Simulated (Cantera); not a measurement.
What does this Cantera script print?

```python
import numpy as np
import cantera as ct

gas = ct.Solution("gri30.yaml")
gas.TPX = 1248, 370, {'H2': 0.0089, 'O2': 1, 'N2': 0.4}
reactor = ct.IdealGasConstPressureReactor(gas, energy="off", clone=False)
net = ct.ReactorNet([reactor])
net.rtol, net.atol = 1e-08, 1e-18
show = ['H2', 'O2', 'NO', 'H', 'H2O', 'H2O2', 'N2O']
times = np.geomspace(2e-06, 40, 13)

steps = ct.SolutionArray(gas, extra=["t"])
rows = []
print(f"{'t/s':>10s}{'T/K':>9s}{'P/Pa':>11s}" + "".join(f"{s:>11s}" for s in show))
for t in times:
    while net.time < t:
        t_next = net.step()
        steps.append(gas.state, t=t_next)
    rows.append([np.interp(t, steps.t, y) for y in (steps.T, steps.P, *steps(*show).X.T)])
    print(f"{t:10.3e}{rows[-1][0]:9.1f}{rows[-1][1]:11.4g}" + "".join(f"{x:11.3e}" for x in rows[-1][2:]))
rate = np.gradient(steps.T, steps.t)
print("integrator steps:", len(steps.t))
if steps.T.max() > steps.T[0] + 200:
    print(f"time of steepest temperature rise: {steps.t[rate.argmax()]:.4e} s")
gas.TPX = 1248, 370, {'H2': 0.0089, 'O2': 1, 'N2': 0.4}
gas.equilibrate("TP")
print(f"equilibrium (TP): T = {gas.T:.1f} K  " + "  ".join(f"{s} {gas[s].X[0]:.3e}" for s in show))
```

Output:

```
       t/s      T/K       P/Pa         H2         O2         NO          H        H2O       H2O2        N2O
 2.000e-06   1248.0        370  6.317e-03  7.098e-01  1.693e-27  5.438e-12  1.481e-17  1.194e-18  9.102e-19
 8.118e-06   1248.0        370  6.317e-03  7.098e-01  9.870e-26  2.168e-11  8.397e-16  1.937e-17  3.696e-18
 3.295e-05   1248.0        370  6.317e-03  7.098e-01  6.812e-24  8.206e-11  5.240e-14  3.162e-16  1.503e-17
 1.337e-04   1248.0        370  6.317e-03  7.098e-01  4.972e-22  2.572e-10  3.027e-12  5.199e-15  6.149e-17
 5.429e-04   1248.0        370  6.317e-03  7.098e-01  2.707e-20  5.310e-10  1.285e-10  8.521e-14  2.577e-16
 2.204e-03   1248.0        370  6.317e-03  7.098e-01  9.408e-19  1.301e-09  3.750e-09  1.374e-12  1.187e-15
 8.944e-03   1248.0        370  6.317e-03  7.098e-01  6.311e-17  2.087e-08  2.131e-07  2.083e-11  7.947e-15
 3.630e-02   1248.0        370  2.590e-03  7.063e-01  1.211e-11  2.971e-04  2.967e-03  1.175e-08  2.642e-11
 1.474e-01   1248.0        370  2.312e-05  7.039e-01  9.576e-10  2.199e-04  5.896e-03  2.954e-09  1.056e-09
 5.981e-01   1248.0        370  2.101e-05  7.043e-01  4.754e-09  1.895e-04  5.928e-03  2.914e-09  2.208e-09
 2.428e+00   1248.0        370  1.476e-05  7.057e-01  1.537e-08  1.100e-04  6.024e-03  2.741e-09  2.429e-09
 9.855e+00   1248.0        370  5.269e-06  7.077e-01  2.971e-08  2.294e-05  6.178e-03  2.071e-09  2.676e-09
 4.000e+01   1248.0        370  7.691e-07  7.087e-01  3.935e-08  1.262e-06  6.282e-03  8.295e-10  2.903e-09
integrator steps: 1081
equilibrium (TP): T = 1248.0 K  H2 4.133e-09  O2 7.087e-01  NO 3.089e-04  H 4.968e-10  H2O 6.333e-03  H2O2 1.175e-11  N2O 7.692e-10
```

Computed with Cantera and GRI-Mech 3.0 (53 species, 325 reactions). Radical loss at walls, strong at low pressure, is not modelled.
